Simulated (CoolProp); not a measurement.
Properties of ethylbenzene at several states (Tc = 617.1 K, pc = 3.622 MPa, ω = 0.304).

Computed with CoolProp (reference Helmholtz-energy equation of state, Zhou 2012).

```json
[
 {"T (K)": "593.2", "p (MPa)": "0.611", "phase": "gas", "density (kg/m³)": "…", "conductivity (mW/(m K))": "40.9"},
 {"T (K)": "451.4", "p (MPa)": "0.0877", "phase": "gas", "density (kg/m³)": "2.547", "conductivity (mW/(m K))": "…"},
 {"T (K)": "276.5", "p (MPa)": "0.114", "phase": "liquid", "density (kg/m³)": "…", "conductivity (mW/(m K))": "133"},
 {"T (K)": "369.1", "p (MPa)": "0.0371", "phase": "liquid", "density (kg/m³)": "…", "conductivity (mW/(m K))": "…"},
 {"T (K)": "418.7", "p (MPa)": "0.121", "phase": "gas", "density (kg/m³)": "…", "conductivity (mW/(m K))": "20.2"}
]
```

**Question.** Complete the blanks.

**Answer.** 
- 593.2, density (kg/m³): 14.18
- 451.4, conductivity (mW/(m K)): 23.7
- 276.5, density (kg/m³): 881.4
- 369.1, density (kg/m³): 798.9
- 369.1, conductivity (mW/(m K)): 111
- 418.7, density (kg/m³): 3.879

Thermal conductivity comes from a separate model (Mylona 2014).
